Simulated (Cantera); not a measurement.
# Thermodynamics of tantalum, niobium, vanadium and zirconium in process gases, feed Ta(OEt)5 + CH4 + H2

A closed system holds: 1 mol Ta(OEt)5, 0.52 mol CH4, a varied amount of H2, at 2450 °C and 0.133 bar.

These are equilibrium values from Cantera (NASA tables, ideal gas, pure condensed phases), not measurements of a reactor. Candidate condensed phases: C, C6H6, C7H8, C8H18, H2O, Ta, TaC, Ta2O5; 113 gas species. The feed counts by its element totals alone. TaC: taken at fixed stoichiometry. Condensed phases not in the tables: Ta2C. Rates play no part.

```tsv
n(H2) (mol)	x H2	x CO	x H	x C2H2 (acetylene)	x C2H	x C4H2	x C3	n C(graphite)	n TaC(s)
8.3	0.670	0.173	0.139	0.0171	0.000393	0.000182	8.93e-5	3.47	1.00
12	0.689	0.152	0.141	0.0176	0.000398	0.000188	8.93e-5	3.30	1.00
17	0.708	0.131	0.143	0.0181	0.000404	0.000193	8.93e-5	3.06	1.00
24	0.727	0.109	0.145	0.0186	0.000409	0.000198	8.93e-5	2.72	1.00
34	0.745	0.0882	0.146	0.0191	0.000415	0.000203	8.93e-5	2.24	1.00
48	0.762	0.0696	0.148	0.0195	0.000419	0.000208	8.93e-5	1.56	1.00
69	0.777	0.0528	0.150	0.0199	0.000423	0.000212	8.93e-5	0.553	1.00
98	0.792	0.0397	0.151	0.0171	0.000360	0.000153	6.91e-5	0	1.00
140	0.806	0.0291	0.152	0.0126	0.000264	8.21e-5	4.27e-5	0	1.00
200	0.816	0.0211	0.153	0.00918	0.000191	4.30e-5	2.60e-5	0	1.00
280	0.824	0.0155	0.154	0.00674	0.000139	2.29e-5	1.61e-5	0	1.00
```
x: gas mole fraction; n: condensed amount in mol.

From 8.3 mol H2 to 69 mol H2 the condensed part is C(graphite) + TaC(s). From 98 mol H2 to 280 mol H2 the condensed part is TaC(s).
